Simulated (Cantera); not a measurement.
A freely propagating, adiabatic, planar premixed flame of H2 : O2 : N2 = 1 : 0.714 : 2.69 (molar parts), equivalence ratio 0.70, unburnt at 698 K and 0.133 bar; mixture-averaged transport, grid criteria slope 0.08 and curve 0.16, no radiation.

Computed with Cantera and the H2/O2 subset of GRI-Mech 3.0, which has no nitrogen chemistry. Burning velocities carry a grid error of a few per cent, more on coarse grids.

Problem. What does this change do: H2 1 to 0.78 parts?

Solution. 
```tsv
quantity	before	after
laminar burning velocity	703 cm/s	603 cm/s
thermal thickness	7.31 mm	7.08 mm
peak x(HO2)	3.69e-5	3.82e-5
peak x(O)	0.0196	0.0180
peak x(OH)	0.0172	0.0123
```
Lean hydrogen flames are cellular in practice and burn faster than this planar one.
